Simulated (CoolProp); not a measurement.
Vapour-liquid equilibrium of R152A (1) + R227EA (2) at 0.457 MPa; x and y are mole fractions of (1).

Model: multi-fluid Helmholtz-energy mixture model, Outcalt 1996 and Lemmon 2016; pair parameters Bell 2016, in CoolProp.

```
x     bubble temperature, mixture model (°C)  bubble temperature, Raoult's law (°C)  y, mixture model  y, Raoult's law
----  --------------------------------------  -------------------------------------  ----------------  ---------------
0.05                                    24.9                                   24.7             0.057            0.065
0.15                                    24.2                                   23.7             0.177            0.188
0.25                                    23.2                                   22.7             0.298            0.305
0.35                              (withheld)                                   21.8             0.414            0.415
0.45                                    21.0                                   20.9             0.522            0.519
0.55                                    19.9                                   20.0        (withheld)            0.617
0.65                                    18.9                                   19.1             0.711            0.710
0.75                                    18.0                                   18.3             0.795            0.798
0.85                                    17.2                                   17.5        (withheld)            0.882
0.95                                    16.6                                   16.7             0.958            0.962
```

Fill in the missing entries.


- 0.35, bubble temperature, mixture model (°C): 22.1
- 0.55, y, mixture model: 0.621
- 0.85, y, mixture model: 0.876

The largest gap from Raoult's law is +0.5 K in bubble temperature, at x = 0.15. No azeotrope shows between x = 0.05 and 0.95.

Pair parameters are fitted to limited data, so mixtures are less certain than the pure fluids. The gap from Raoult's law changes sign with composition, which may be real or a fault of the pair parameters; it wasn't checked against measurements.
